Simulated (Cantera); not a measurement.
A perfectly stirred reactor is fed with 1.96 % CH4, 0.254 % O2, 97.8 % N2, equivalence ratio 15, at 11300 Torr; it is held at 1523 K, and followed from long to short residence time.

Computed with Cantera and GRI-Mech 3.0 (53 species, 325 reactions). GRI-Mech 3.0 stops at C3 and has no aromatics, soot or wall deposition, so with more carbon than oxygen in the feed, carbon stays in small species such as C2H2 where larger ones or solid carbon would form. The pressure lies above the range GRI-Mech 3.0 was tuned for (to about 10 atm).

Predict: x(CH4) at τ = 1.20 s; x(O2) at τ = 1.20 s; x(CH3) at τ = 1.20 s; x(C2H6) at τ = 1.20 s; x(CH4) at τ = 16.0 ms; x(O2) at τ = 16.0 ms; x(CH3) at τ = 16.0 ms; x(C2H6) at τ = 16.0 ms.


```json
{
  "x(CH4) at τ = 1.20 s": "0.00630",
  "x(O2) at τ = 1.20 s": "1.76e-5",
  "x(CH3) at τ = 1.20 s": "5.39e-6",
  "x(C2H6) at τ = 1.20 s": "5.32e-6",
  "x(CH4) at τ = 16.0 ms": "0.0158",
  "x(O2) at τ = 16.0 ms": "0.00121",
  "x(CH3) at τ = 16.0 ms": "2.36e-5",
  "x(C2H6) at τ = 16.0 ms": "0.000109"
}
```
